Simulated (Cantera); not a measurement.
**Thermodynamics of abatement and gas-phase synthesis, feed SF6 + SO2 + H2**

Feed: 1 mol SF6, 0.05 mol SO2, 17 mol H2, at 81000 Pa.

These are equilibrium values from Cantera (NASA tables, ideal gas, pure condensed phases), not measurements of a reactor. Candidate condensed phases: H2O, H2SO4, S; 71 gas species. Ions and electrons are included (thermal ionisation). The numbers say what is thermodynamically allowed, not how fast it happens.

```csv
T (°C),x H,x H2,x HF,x F,x S,x SH
2727,0.130,0.552,0.270,0.000395,0.0190,0.0156
2977,0.242,0.459,0.252,0.00125,0.0257,0.0123
3227,0.384,0.342,0.228,0.00344,0.0294,0.00821
3477,0.527,0.224,0.200,0.00867,0.0305,0.00489
3727,0.642,0.131,0.170,0.0201,0.0301,0.00274
3977,0.718,0.0723,0.135,0.0413,0.0291,0.00151
4227,0.763,0.0395,0.0951,0.0705,0.0280,0.000846
4477,0.790,0.0220,0.0591,0.0987,0.0270,0.000492
4727,0.805,0.0127,0.0338,0.119,0.0264,0.000300
```
x: gas mole fraction; nothing condenses.

From 2727 °C to 4727 °C nothing is condensed.
